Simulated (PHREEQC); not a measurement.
Make-up at 25 °C: 0.0026 mol/kgw PbCl2 and 0.00012 mol/kgw HF. It is in equilibrium with CO2 at log p = 0 (atm). Otherwise closed; pH follows from the charge balance.

All values are PHREEQC results (ion-association model, wateq4f.dat), not measurements.

Problem. The ionic strength comes out as 0.00726 mol/kgw. What activity coefficients do PbHCO3+, Cl-, Pb+2, PbCl+, HCO3- get?

Solution. PbHCO3+ 0.91, Cl- 0.91, Pb+2 0.70, PbCl+ 0.91, HCO3- 0.92.

Precipitation was switched off in this run. Examples of supersaturated solids here: Matlockite. Others may be too. Complexes and solids missing from the database can't appear.
